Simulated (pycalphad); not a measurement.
Computed with pycalphad from the COST 507 light-alloy database (1999), at 1 atm. The data set is of 1999 and partly superseded. Amounts are mole fractions of atoms.

Give the equilibrium state of Cu-25.35Si (wt.%) at 950 K.


```
T = 950.00 K, P = 101325 Pa, N = 1 mol of atoms
G = -39978 J/mol, H = 18405 J/mol, S = 61.46 J/(mol K)  (SER reference)
chemical potentials (J/mol): Cu -49144, Si -28049
phase             fraction      x(Cu)      x(Si)
CU19SI6_ETA         0.7441     0.7600     0.2400
DIAMOND_A4          0.2559       none     1.0000
```

Give the equilibrium state of Cu-25.35Si (wt.%) at 1250 K.

liquid, fraction 0.962, with 23.7 Si wt.%; diamond (Si), fraction 0.038, with 100 Si wt.%.

Database names, with the compositions (at.%) that they take in these runs: CU19SI6_ETA: Cu 76 Si 24. DIAMOND_A4 is diamond (Si). An entry "none" or "no" means that the model of the phase leaves that element out.
